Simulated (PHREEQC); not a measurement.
## Alkaline etch or developer: speciation

A solution holds 0.07 mol/kgw TMAH, 7.9e-05 mol/kgw H3BO3 and 0.063 mol/kgw Na2CO3, at 25 °C. Closed to the air; pH follows from the charge balance.

Equilibrium calculation in PHREEQC: ion-association model, phreeqc.dat.

No solid was allowed to form.

Q: Estimate the pH, ionic strength.

A: pH 12.69; ionic strength 0.213 mol/kgw.

Q: In which forms is Na present?

A: Na+ 82 %, NaCO3- 18 % of the Na.

(CH3)4N+ isn't in the database: it is added as a free cation with an ion size of 4 Å.
